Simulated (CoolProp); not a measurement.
Vapour-liquid equilibrium of ethanol (1) + p-xylene (2) at 240 kPa; x and y are mole fractions of (1).

Computed with CoolProp (multi-fluid Helmholtz-energy mixture model, Schroeder 2014 and Zhou 2012; pair parameters Bell 2016).

```csv
x,bubble temperature (K),y at the bubble point,dew temperature at overall composition x (K),liquid density (mol/L)
0.05,414.8,0.540,444.5,7.220
0.15,393.5,0.758,439.5,7.799
0.25,387.1,0.808,434.1,8.300
0.35,384.5,0.828,428.1,8.835
0.45,383.1,0.841,421.5,9.444
0.55,381.9,0.854,414.0,10.16
0.65,380.6,0.871,405.1,11.00
0.75,379.1,0.896,394.4,12.00
0.85,377.5,0.930,382.2,13.19
0.95,375.9,0.975,376.8,14.63
```

No azeotrope shows between x = 0.05 and 0.95.

Pair parameters are fitted to limited data, so mixtures are less certain than the pure fluids. With so large a gap from Raoult's law the liquid may split in two, which this calculation doesn't test in full.
